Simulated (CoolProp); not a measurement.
Aqueous propylene glycol as a coolant, 5 % by mass, freezing at -1.2 °C, 1 atm.

Values from CoolProp's Melinder's fits for secondary coolants.

```csv
T (°C),Prandtl number,viscosity (mPa s),cp (kJ/(kg K)),conductivity (W/(m K))
3.1,15.2,2.00,4.127,0.544
8.1,12.7,1.70,4.126,0.552
13.1,10.8,1.46,4.126,0.560
18.1,9.23,1.27,4.127,0.568
23.2,7.98,1.11,4.128,0.576
28.2,6.98,0.986,4.130,0.583
33.2,6.17,0.881,4.133,0.590
38.3,5.49,0.791,4.137,0.597
```
